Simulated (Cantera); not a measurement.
Cantera run, input and output.

```python
import numpy as np
import cantera as ct

gas = ct.Solution("gri30.yaml")
gas.TPX = 1173, 2666, {'N2O': 1, 'H2O': 0.13}
reactor = ct.IdealGasConstPressureReactor(gas, energy="off", clone=False)
net = ct.ReactorNet([reactor])
net.rtol, net.atol = 1e-08, 1e-18
show = ['N2O', 'H2O', 'NO', 'H', 'H2O2', 'O']
times = np.geomspace(3e-06, 20, 15)

steps = ct.SolutionArray(gas, extra=["t"])
rows = []
print(f"{'t/s':>10s}{'T/K':>9s}{'P/Pa':>11s}" + "".join(f"{s:>11s}" for s in show))
for t in times:
    while net.time < t:
        t_next = net.step()
        steps.append(gas.state, t=t_next)
    rows.append([np.interp(t, steps.t, y) for y in (steps.T, steps.P, *steps(*show).X.T)])
    print(f"{t:10.3e}{rows[-1][0]:9.1f}{rows[-1][1]:11.4g}" + "".join(f"{x:11.3e}" for x in rows[-1][2:]))
rate = np.gradient(steps.T, steps.t)
print("integrator steps:", len(steps.t))
if steps.T.max() > steps.T[0] + 200:
    print(f"time of steepest temperature rise: {steps.t[rate.argmax()]:.4e} s")
gas.TPX = 1173, 2666, {'N2O': 1, 'H2O': 0.13}
gas.equilibrate("TP")
print(f"equilibrium (TP): T = {gas.T:.1f} K  " + "  ".join(f"{s} {gas[s].X[0]:.3e}" for s in show))
```

Output:

```
       t/s      T/K       P/Pa        N2O        H2O         NO          H       H2O2          O
 3.000e-06   1173.0       2666  8.850e-01  1.150e-01  2.079e-11  3.316e-18  4.711e-22  2.022e-08
 9.216e-06   1173.0       2666  8.850e-01  1.150e-01  1.945e-10  1.117e-16  4.172e-20  6.133e-08
 2.831e-05   1173.0       2666  8.850e-01  1.150e-01  1.791e-09  8.006e-15  3.688e-18  1.813e-07
 8.697e-05   1173.0       2666  8.850e-01  1.150e-01  1.562e-08  4.487e-13  3.112e-16  4.970e-07
 2.672e-04   1173.0       2666  8.850e-01  1.150e-01  1.188e-07  1.321e-11  2.466e-14  1.107e-06
 8.208e-04   1173.0       2666  8.849e-01  1.150e-01  6.658e-07  1.338e-10  1.585e-12  1.614e-06
 2.521e-03   1173.0       2666  8.849e-01  1.150e-01  2.598e-06  5.559e-10  7.859e-11  1.673e-06
 7.746e-03   1173.0       2666  8.848e-01  1.150e-01  8.536e-06  1.682e-09  4.600e-09  1.670e-06
 2.380e-02   1173.0       2666  8.845e-01  1.150e-01  2.597e-05  3.201e-09  1.167e-07  1.671e-06
 7.310e-02   1173.0       2666  8.835e-01  1.150e-01  7.267e-05  3.590e-09  1.633e-07  1.672e-06
 2.246e-01   1173.0       2666  8.805e-01  1.149e-01  1.962e-04  3.716e-09  1.039e-07  1.659e-06
 6.899e-01   1173.0       2666  8.714e-01  1.145e-01  5.594e-04  3.366e-09  6.151e-08  1.600e-06
 2.119e+00   1173.0       2666  8.443e-01  1.134e-01  1.758e-03  2.863e-09  2.712e-08  1.502e-06
 6.510e+00   1173.0       2666  7.687e-01  1.104e-01  5.388e-03  2.625e-09  9.604e-09  1.406e-06
 2.000e+01   1173.0       2666  5.875e-01  1.032e-01  1.423e-02  2.821e-09  4.374e-09  1.326e-06
integrator steps: 1221
equilibrium (TP): T = 1173.0 K  N2O 1.743e-09  H2O 7.975e-02  NO 1.698e-04  H 5.794e-11  H2O2 1.349e-10  O 4.769e-08
```

Cantera simulation using GRI-Mech 3.0 (53 species, 325 reactions); the numbers are that mechanism's predictions, not measurements. GRI-Mech 3.0 was tuned for natural gas; its chemistry of N2O as a main component is partial and can be far from experiment. Radical loss at walls, strong at low pressure, is not modelled. The mechanism lacks the step 2 NO + O2 → 2 NO2, which can matter for NO2 below about 1400 K. The temperature is held fixed by assumption; the heat of reaction is taken as removed at once.
